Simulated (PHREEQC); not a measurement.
Solution (25 °C): 0.006 mol/kgw KHCO3. Closed to the air; pH follows from the charge balance.

Equilibrium calculation in PHREEQC: ion-association model, wateq4f.dat.

Each row changes one thing in this solution. This is a speciation only: nothing precipitates in the calculation.

```csv
case,pH,ionic strength (mol/kgw),CO2 (mol/kgw),CO3-2 (mol/kgw)
as made,8.26,0.00606,6.63e-5,6.43e-5
KHCO3 from 0.006 to 0.012 mol/kgw,8.24,0.0121,0.000135,0.000133
0.0002 mol/kgw RbOH added,8.79,0.00641,1.94e-5,0.000213
diluted 10-fold with water,8.25,0.000605,7.19e-6,5.35e-6
0.008 mol/kgw LiOH added,11.32,0.0196,3.68e-9,0.00561
temperature from 25 to 85 °C,8.06,0.00607,0.000104,6.59e-5
KHCO3 from 0.006 to 0.06 mol/kgw,8.16,0.0607,0.000732,0.000730
```

Away from 25 °C the constants follow the database's enthalpies or fits; those with neither stay at their 25 °C values.
